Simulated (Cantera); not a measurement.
# SiH₄ + NH₃ + N₂ (silicon nitride deposition)

A closed system holds: 1 mol SiH₄, 0.48 mol NH₃, 12 mol N₂, at 1527 °C and 0.133 bar.

Method: chemical equilibrium by Gibbs-energy minimisation in Cantera with the NASA 1993 tables (ideal gas, pure condensed phases). Candidate condensed phases: Si, Si₃N₄; 18 gas species. Rates play no part.

The x(N₂) comes out as 0.810. The x(H₂) comes out as 0.190. The x(H) comes out as 0.000427 and the x(Si) comes out as 4.48e-6. The x(SiH₂) is 1.07e-6 and the n(Si₃N₄(s)) is 0.333 mol. The gas amount is 14.30 mol and the log10 activity of Si(l) (absent) is -0.73.
